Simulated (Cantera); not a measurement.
Charge: 1 mol Si, 0.19 mol CO, 2.6 mol H₂, held at 1573.15 K and 400 Pa.

Cantera equilibrium calculation (NASA polynomials, part measured and part estimated; ideal gas, pure solids and liquids). Candidate condensed phases: C, C₆H₆, C₇H₈, C₈H₁₈, H₂O, Si, SiC, SiO₂; 123 gas species. Mutual solubility and eutectic melting of coexisting phases are not modelled. Equilibrium is a limit: real reactors are often held back by kinetics, nucleation or transport.

Base state: H₂ 0.931, SiO 0.0658, CO 0.00230, H 0.000621, Si 1.38e-5 (mole fractions); condensed: Si(s) + SiC(s).

### Question
What changes in the equilibrium state with this change: temperature from 1573.15 K to 1700 K?

### Answer
```csv
species,before,after
H₂,0.931,0.930
SiO,0.0658,0.0645
CO,0.00230,0.00347
H,0.000621,0.00225
Si,1.38e-5,0.000170
SiH,2.03e-6,1.60e-5
SiH₂,3.42e-6,1.32e-5
"Si(s), mol",0.633,0
"SiC(s), mol",0.184,0.180
"Si(l), mol",0,0.639
```
Gases not in the tables: Si₂H₆ and higher silanes.
